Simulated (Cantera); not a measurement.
Feed: 1 mol SiC, 0.1 mol N₂O, 81 mol H₂, 0.042 mol H₂O, at 53.0 mbar.

Cantera equilibrium calculation (NASA polynomials, part measured and part estimated; ideal gas, pure solids and liquids). Candidate condensed phases: C, C₆H₆, C₇H₈, C₈H₁₈, H₂O, Si, SiC, SiO₂, Si₂N₂O, Si₃N₄; 151 gas species. Gases not in the tables: Si₂H₆ and higher silanes. Rates play no part. All values below are at 1650 °C.

Base state: H₂ 0.993, H 0.00408, N₂ 0.00121, CO 0.000945, SiO 0.000798, Si 0.000136, HCN 3.56e-5, SiH₂ 2.85e-5 (mole fractions); condensed: SiC(s).

**Question.** What changes in the equilibrium state with this change: SiC replaced by Si?

**Answer.** 
```json
[
 {"species": "H₂", "before": "0.993", "after": "0.993"},
 {"species": "H", "before": "0.00408", "after": "0.00408"},
 {"species": "SiO", "before": "0.000798", "after": "0.00174"},
 {"species": "CO", "before": "0.000945", "after": "0"},
 {"species": "HCN", "before": "3.56e-5", "after": "0"},
 {"species": "Si", "before": "0.000136", "after": "0.000320"},
 {"species": "SiH", "before": "2.56e-5", "after": "6.01e-5"},
 {"species": "SiH₂", "before": "2.85e-5", "after": "6.68e-5"},
 {"species": "N₂", "before": "0.00121", "after": "0.00123"},
 {"species": "SiC(s), mol", "before": "0.919", "after": "0"},
 {"species": "Si(l), mol", "before": "0", "after": "0.821"}
]
```
